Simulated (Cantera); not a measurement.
Cantera run:

```python
import numpy as np
import cantera as ct

gas_names = """
    CL CL2 H HCL H2 N NH NH2 NH3 N2 N2H2 N2H4 Si SiCL SiCL2 SiCL3 SiCL4 SiH SiHCL3 SiH2 SiH2CL2 SiH3
    SiH3CL SiH4 SiN Si2 Si2N Si3
""".split()
cond_names = """
    NH4CL(a) NH4CL(b) Si(cr) Si(L) Si3N4(a)
""".split()


# ... load() reads the species with a 1 bar reference pressure and builds the phases ...
atoms = {
    'SiH4': {'Si': 1, 'H': 4},
    'N2': {'N': 2},
    'HCl': {'H': 1, 'CL': 1},
}
top_T = {'Si3N4(a)': 2400}  # K; cautious upper limits of use, not melting points


# ... equilibrate(T, P, feed) seeds the gas with the atoms and calls Mixture.equilibrate('TP', solver="vcs", rtol=1e-11, max_steps=5000) ...
results = []
feed = {'SiH4': 1, 'N2': 200, 'HCl': 0.15}  # mol
T = 1298.15  # K
P = 100  # Pa
mix = equilibrate(T, P, feed)
results.append((T, P, feed, dict(zip(mix.species_names, mix.species_moles))))
print(gas.report(threshold=0.001))
for i in range(1, mix.n_phases):
    print(f"{mix.phase(i).name:16s} {mix.phase_moles(i):12.5e} mol")
```

Result:

```
       temperature   1298.2 K
          pressure   100 Pa
           density   0.00025721 kg/m^3
  mean mol. weight   27.762 kg/kmol
   phase of matter   gas

                          1 kg             1 kmol
                     ---------------   ---------------
          enthalpy        1.1288e+06        3.1338e+07  J
   internal energy        7.4001e+05        2.0544e+07  J
           entropy             10597         2.942e+05  J/K
    Gibbs function       -1.2628e+07       -3.5058e+08  J
 heat capacity c_p            1225.4             34019  J/K
 heat capacity c_v            925.89             25705  J/K

                      mass frac. Y      mole frac. X     chem. pot. / RT
                     ---------------   ---------------   ---------------
                H2        0.00072077         0.0099257           -29.712
                N2            0.9983           0.98933           -32.498
     [  +26 minor]        0.00097863        0.00074695

Si(cr)            0.00000e+00 mol
Si3N4(a)          3.33272e-01 mol
```

Cantera equilibrium calculation (NASA polynomials, part measured and part estimated; ideal gas, pure solids and liquids). N2 is the only nitrogen source here; it is nearly inert below about 1500 K, so the nitride shown seldom forms there in practice.
